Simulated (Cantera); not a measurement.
A Cantera script and what it prints.

```python
import numpy as np
import cantera as ct

gas_names = """
    CL CL2 H HCL H2 Si SiCL SiCL2 SiCL3 SiCL4 SiH SiHCL3 SiH2 SiH2CL2 SiH3 SiH3CL SiH4 Si2 Si3
""".split()
cond_names = """
    Si(cr) Si(L)
""".split()


# ... load() reads the species with a 1 bar reference pressure and builds the phases ...
atoms = {
    'SiH2Cl2': {'Si': 1, 'H': 2, 'CL': 2},
    'Cl2': {'CL': 2},
    'H2': {'H': 2},
}
top_T = {}  # K; cautious upper limits of use, not melting points


# ... equilibrate(T, P, feed) seeds the gas with the atoms and calls Mixture.equilibrate('TP', solver="vcs", rtol=1e-11, max_steps=5000) ...
results = []
feed = {'SiH2Cl2': 1, 'Cl2': 0.036, 'H2': 140}  # mol
P = 10000  # Pa
for T in [948, 998, 1048, 1098, 1148, 1198, 1248, 1298, 1348, 1398, 1448]:
    mix = equilibrate(T, P, feed)
    results.append((T, P, feed, dict(zip(mix.species_names, mix.species_moles))))

top = {s: max(r[3][s] / sum(r[3][g] for g in gas_names) for r in results) for s in gas_names}
cols = sorted((s for s in top if top[s] > 0.0001), key=lambda s: -top[s])[:8]
seen = [c for c in cond_names if any(r[3].get(c, 0) > 1e-12 for r in results)]
print("log10 of partial pressures in bar; condensed amounts in mol")
print(f"{'T/K':>10s}" + "".join(f"{s[:9]:>10s}" for s in cols + seen))
for T, P, feed, n in results:
    ng = sum(n[g] for g in gas_names)
    print(f"{T:10.4g}" + "".join(f"{np.log10(max(n[s] / ng * P / 1e5, 1e-99)):10.3f}" for s in cols)
          + "".join(f"{n.get(c, 0):10.4g}" for c in seen))
```

Output:

```
log10 of partial pressures in bar; condensed amounts in mol
       T/K        H2       HCL     SiCL4    SiHCL3     SiCL2   SiH2CL2    Si(cr)
       948    -1.003    -3.336    -3.858    -3.872    -5.486    -4.881    0.5846
       998    -1.004    -3.173    -3.984    -3.974    -5.113    -4.933    0.6664
      1048    -1.005    -3.046    -4.178    -4.127    -4.817    -5.021    0.7541
      1098    -1.005    -2.958    -4.465    -4.349    -4.604    -5.155     0.831
      1148    -1.006    -2.908    -4.844    -4.640    -4.469    -5.337    0.8826
      1198    -1.006    -2.885    -5.282    -4.973    -4.391    -5.549    0.9085
      1248    -1.006    -2.875    -5.732    -5.316    -4.345    -5.767    0.9188
      1298    -1.006    -2.872    -6.169    -5.648    -4.313    -5.979    0.9217
      1348    -1.006    -2.871    -6.581    -5.962    -4.288    -6.180    0.9215
      1398    -1.006    -2.872    -6.968    -6.256    -4.268    -6.368    0.9199
      1448    -1.006    -2.872    -7.329    -6.531    -4.250    -6.543    0.9178
```

Method: chemical equilibrium by Gibbs-energy minimisation in Cantera with the NASA 1993 tables (ideal gas, pure condensed phases). The tables' values for SiCl3 are old estimates; treat these amounts as uncertain.
